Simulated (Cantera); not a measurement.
## Gas-phase reforming

An isothermal, constant-pressure homogeneous reactor starts with CH4 : CO2 : H2 = 1 : 3 : 0.49 (molar parts), at 1748 K and 101000 Pa.

Detailed kinetics in Cantera: GRI-Mech 3.0 (53 species, 325 reactions).

| t (s) | x CH4 | x CO2 | x H2 | x H2O | x OH | x HCO |
|---|---|---|---|---|---|---|
| 6.00e-5 | 0.222 | 0.668 | 0.109 | 0.000293 | 5.85e-7 | 3.97e-9 |
| 0.000253 | 0.216 | 0.663 | 0.111 | 0.00294 | 1.20e-6 | 6.29e-8 |
| 0.00107 | 0.188 | 0.633 | 0.126 | 0.0182 | 1.77e-6 | 7.58e-8 |
| 0.00450 | 0.116 | 0.523 | 0.145 | 0.0834 | 3.50e-6 | 5.12e-8 |
| 0.0190 | 0.0308 | 0.309 | 0.101 | 0.228 | 9.12e-6 | 3.58e-8 |
| 0.0800 | 0.0107 | 0.205 | 0.125 | 0.235 | 9.50e-6 | 3.21e-8 |
| 0.337 | 0.00535 | 0.144 | 0.177 | 0.197 | 6.28e-6 | 3.33e-8 |
| 1.42 | 0.000266 | 0.125 | 0.200 | 0.184 | 5.34e-6 | 3.41e-8 |
| 6.00 | 6.76e-9 | 0.125 | 0.200 | 0.183 | 5.46e-6 | 3.50e-8 |
x: mole fraction; the columns are a selection and need not sum to one.

Equilibrium at this temperature and pressure: CH4 7.40e-9, CO2 0.125, H2 0.200, H2O 0.183, OH 5.46e-6, HCO 3.50e-8 (gas phase only).
